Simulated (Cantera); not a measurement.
A perfectly stirred reactor is fed with 24.2 % H₂, 75.8 % O₂, equivalence ratio 0.16, at 2.18 Torr; it is held at 1348 K, and followed from long to short residence time.

Cantera simulation using the H2/O2 subset of GRI-Mech 3.0, which has no nitrogen chemistry; the numbers are that mechanism's predictions, not measurements. Radical loss at walls, strong at low pressure, is not modelled. The temperature is held fixed by assumption; the heat of reaction is taken as removed at once.

Q: Predict: x(H₂) at τ = 5.00 s; x(O₂) at τ = 5.00 s; x(HO₂) at τ = 5.00 s; x(H) at τ = 5.00 s; x(H₂O₂) at τ = 5.00 s; x(H₂) at τ = 82.0 ms; x(O₂) at τ = 82.0 ms; x(HO₂) at τ = 82.0 ms; x(H) at τ = 82.0 ms; x(H₂O₂) at τ = 82.0 ms.

A: 
* **x(H₂) at τ = 5.00 s**: 0.00213
* **x(O₂) at τ = 5.00 s**: 0.710
* **x(HO₂) at τ = 5.00 s**: 1.26e-6
* **x(H) at τ = 5.00 s**: 0.00349
* **x(H₂O₂) at τ = 5.00 s**: 5.95e-8
* **x(H₂) at τ = 82.0 ms**: 0.0130
* **x(O₂) at τ = 82.0 ms**: 0.633
* **x(HO₂) at τ = 82.0 ms**: 1.50e-6
* **x(H) at τ = 82.0 ms**: 0.0624
* **x(H₂O₂) at τ = 82.0 ms**: 6.76e-8
